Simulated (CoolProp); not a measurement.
Vapour pressure (bar) of octamethylcyclotetrasiloxane (D4): the reference equation beside estimates from Tc = 586.5 K, pc = 13.47 bar, ω = 0.598. Clausius-Clapeyron is anchored at 424.6 K with a constant enthalpy of vaporisation of 41.59 kJ/mol.

Model: reference Helmholtz-energy equation of state, Thol 2015, in CoolProp.

```tsv
T (K)	reference	Lee-Kesler	Clausius-Clapeyron	van der Waals	Redlich-Kwong	Soave-Redlich-Kwong
303.9	0.002041	0.002310	0.004855	0.4748	0.04923	0.002298
334	0.01346	0.01420	0.02140	0.8600	0.1560	0.01417
364.2	0.05973	0.06083	0.07407	1.423	0.3922	0.06073
394.4	0.1971	0.1978	0.2120	2.194	0.8317	0.1977
424.6	0.5225	0.5217	0.5225	3.199	1.555	0.5229
454.8	1.174	1.172	1.142	4.464	2.643	1.181
485	2.331	2.327	2.266	6.009	4.174	2.361
515.1	4.203	4.202	4.139	7.845	6.212	4.286
```

Absolute difference from the reference over all 8 rows, mean and median: Lee-Kesler 2.7 and 0.3 %, Clausius-Clapeyron 29.4 and 5.2 %, van der Waals 4223.1 and 762.7 %, Redlich-Kwong 587.4 and 259.8 %, Soave-Redlich-Kwong 3.0 and 1.5 %.
